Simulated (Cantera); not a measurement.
A perfectly stirred reactor is fed with CO : O2 : H2O : N2 = 0.0051 : 0.0067 : 0.034 : 1 (molar parts), at 9.87 atm; it is held at 998 K, and followed from long to short residence time.

Cantera simulation using GRI-Mech 3.0 (53 species, 325 reactions); the numbers are that mechanism's predictions, not measurements.

What does this change do: pressure from 9.87 atm to 1.00 atm?


```json
[
 {"quantity": "x(CO) at τ = 11.0 s", "before": "0.00117", "after": "0.000513"},
 {"quantity": "x(O2) at τ = 11.0 s", "before": "0.00456", "after": "0.00424"},
 {"quantity": "x(H2O) at τ = 11.0 s", "before": "0.0326", "after": "0.0326"},
 {"quantity": "x(H2) at τ = 11.0 s", "before": "5.21e-6", "after": "1.62e-5"},
 {"quantity": "x(H) at τ = 11.0 s", "before": "5.42e-10", "after": "5.14e-8"},
 {"quantity": "x(CO) at τ = 22.0 ms", "before": "0.00486", "after": "0.00470"},
 {"quantity": "x(O2) at τ = 22.0 ms", "before": "0.00640", "after": "0.00632"},
 {"quantity": "x(H2O) at τ = 22.0 ms", "before": "0.0325", "after": "0.0325"},
 {"quantity": "x(H2) at τ = 22.0 ms", "before": "2.03e-7", "after": "2.06e-5"},
 {"quantity": "x(H) at τ = 22.0 ms", "before": "7.34e-10", "after": "5.71e-7"}
]
```

What does this change do: temperature 998 to 1500 K?


```json
[
 {"quantity": "x(CO) at τ = 11.0 s", "before": "0.00117", "after": "1.54e-6"},
 {"quantity": "x(O2) at τ = 11.0 s", "before": "0.00456", "after": "0.00398"},
 {"quantity": "x(H2O) at τ = 11.0 s", "before": "0.0326", "after": "0.0326"},
 {"quantity": "x(H2) at τ = 11.0 s", "before": "5.21e-6", "after": "5.54e-7"},
 {"quantity": "x(H) at τ = 11.0 s", "before": "5.42e-10", "after": "6.72e-9"},
 {"quantity": "x(CO) at τ = 22.0 ms", "before": "0.00486", "after": "0.000152"},
 {"quantity": "x(O2) at τ = 22.0 ms", "before": "0.00640", "after": "0.00405"},
 {"quantity": "x(H2O) at τ = 22.0 ms", "before": "0.0325", "after": "0.0325"},
 {"quantity": "x(H2) at τ = 22.0 ms", "before": "2.03e-7", "after": "1.99e-5"},
 {"quantity": "x(H) at τ = 22.0 ms", "before": "7.34e-10", "after": "1.08e-6"}
]
```
